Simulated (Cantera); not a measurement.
Input (Python, Cantera) and output of one run.

```python
import numpy as np
import cantera as ct

gas_names = """
    Fe FeO Fe(OH)2 H HO2 H2 H2O H2O2 H2S H2SO4 O OH O2 O3 S SH SO SO2 SO3 S2 S2O S8
""".split()
cond_names = """
    Fe(a) Fe(c) Fe(d) Fe(L) FeO(s) FeO(L) Fe(OH)2(s) Fe(OH)3(s) FeS(a) FeS(b) FeS(c) FeS(L) FeSO4(s)
    FeS2(s) Fe2O3(s) Fe2S3O12(s) Fe3O4(s) H2O(s) H2O(L) H2SO4(L) S(cr1) S(cr2) S(L)
""".split()


# ... load() reads the species with a 1 bar reference pressure and builds the phases ...
atoms = {
    'FeS2': {'Fe': 1, 'S': 2},
    'H2': {'H': 2},
    'H2O': {'H': 2, 'O': 1},
}
top_T = {'FeSO4(s)': 950, 'FeS2(s)': 1010, 'Fe2O3(s)': 1830, 'Fe2S3O12(s)': 1100, 'Fe3O4(s)': 1870}  # K; cautious upper limits of use, not melting points


# ... equilibrate(T, P, feed) seeds the gas with the atoms and calls Mixture.equilibrate('TP', solver="vcs", rtol=1e-11, max_steps=5000) ...
results = []
feed = {'FeS2': 1, 'H2': 25, 'H2O': 0.28}  # mol
P = 15000  # Pa
for T in [650, 750, 850, 950, 1050, 1150, 1250, 1350, 1450, 1550, 1650, 1750, 1850]:
    mix = equilibrate(T, P, feed)
    results.append((T, P, feed, dict(zip(mix.species_names, mix.species_moles))))

top = {s: max(r[3][s] / sum(r[3][g] for g in gas_names) for r in results) for s in gas_names}
cols = sorted((s for s in top if top[s] > 1e-05), key=lambda s: -top[s])[:9]
seen = [c for c in cond_names if any(r[3].get(c, 0) > 1e-12 for r in results)]
print("log10 of partial pressures in bar; condensed amounts in mol")
print(f"{'T/K':>10s}" + "".join(f"{s[:9]:>10s}" for s in cols + seen))
for T, P, feed, n in results:
    ng = sum(n[g] for g in gas_names)
    print(f"{T:10.4g}" + "".join(f"{np.log10(max(n[s] / ng * P / 1e5, 1e-99)):10.3f}" for s in cols)
          + "".join(f"{n.get(c, 0):10.4g}" for c in seen))
```

Output:

```
log10 of partial pressures in bar; condensed amounts in mol
       T/K        H2       H2S       H2O        S2        SH         H        Fe         S        SO    FeS(c)    FeS(L)
       650    -0.846    -2.227    -2.780   -12.033   -11.630   -15.285   -28.855   -20.232   -19.915         1         0
       750    -0.846    -2.227    -2.780   -10.137    -9.880   -12.923   -23.706   -16.982   -16.972         1         0
       850    -0.846    -2.227    -2.780    -8.678    -8.537   -11.112   -19.788   -14.488   -14.709         1         0
       950    -0.846    -2.227    -2.780    -7.520    -7.475    -9.678   -16.710   -12.514   -12.914         1         0
      1050    -0.846    -2.227    -2.780    -6.579    -6.614    -8.514   -14.228   -10.912   -11.456         1         0
      1150    -0.846    -2.227    -2.780    -5.800    -5.902    -7.550   -12.187    -9.587   -10.248         1         0
      1250    -0.846    -2.228    -2.780    -5.145    -5.304    -6.739   -10.480    -8.473    -9.232         1         0
      1350    -0.846    -2.232    -2.780    -4.592    -4.797    -6.046    -9.031    -7.526    -8.367         1         0
      1450    -0.846    -2.241    -2.780    -4.128    -4.367    -5.447    -7.783    -6.715    -7.627         1         0
      1550    -0.846    -2.262    -2.780    -3.749    -4.005    -4.925    -6.753    -6.021    -6.995         0         1
      1650    -0.845    -2.300    -2.781    -3.455    -3.706    -4.464    -5.842    -5.430    -6.459         0    0.9998
      1750    -0.845    -2.356    -2.782    -3.241    -3.464    -4.056    -5.015    -4.930    -6.007         0    0.9984
      1850    -0.845    -2.427    -2.784    -3.090    -3.270    -3.691    -4.260    -4.504    -5.625         0    0.9907
```

Cantera equilibrium calculation (NASA polynomials, part measured and part estimated; ideal gas, pure solids and liquids). FeS: taken at fixed stoichiometry. Gases not in the tables: S3 to S7.
